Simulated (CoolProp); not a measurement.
A simple Rankine cycle with water: condensing at 333.15 K, boiler at 6.77 MPa, turbine inlet 596.7 K, turbine efficiency 0.85, pump efficiency 0.7, no recuperator. Each further row changes one setting.

Model: reference Helmholtz-energy equation of state, Wagner 2002, in CoolProp.

| case | thermal efficiency (%) | net work (kJ/kg) | heat in (kJ/kg) | turbine exit temperature (K) | volume ratio over the turbine |
|---|---|---|---|---|---|
| as stated | ___ | ___ | 2680 | 333.1 | 183 |
| turbine inlet 616.7 K | 29.3 | 803 | 2740 | 333.1 | 175 |
| condensing temperature 325.15 K | ___ | ___ | 2710 | 325.2 | 259 |
| boiler pressure 4.74 MPa | 27.9 | 766 | 2750 | 333.1 | 125 |
| turbine efficiency 0.75 | 25.6 | 686 | 2680 | 333.1 | 192 |

**Question.** What belongs in the gaps?

**Answer.** 
- as stated, thermal efficiency (%): 29.1
- as stated, net work (kJ/kg): 778
- condensing temperature 325.15 K, thermal efficiency (%): 30.0
- condensing temperature 325.15 K, net work (kJ/kg): 815

The expansion ends wet for: as stated; turbine inlet 616.7 K; condensing temperature 325.15 K; boiler pressure 4.74 MPa; turbine efficiency 0.75.
